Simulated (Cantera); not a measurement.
An isothermal, constant-pressure homogeneous reactor starts with NH₃ : H₂ = 1 : 0.71 (molar parts), at 2348 K and 0.0170 bar.

Computed with Cantera and the gas-phase N/H chemistry of the illustrative SiF4/NH3 mechanism in the Surface Chemkin manual (1991). Walls and surfaces, which speed up NH3 decomposition in real reactors, are not modelled.

One state of this run: x NH₃ = 0.381; x H₂ = 0.552; x N₂ = 0.0628; x N₂H₄ = 6.37e-9; x N = 1.10e-5. x: mole fraction; the columns are a selection and need not sum to one.

Question: Which value of t (s) does it belong to?
A) 1.00
B) 0.00398
C) 0.0251
D) 0.00158

Answer: C, 0.0251
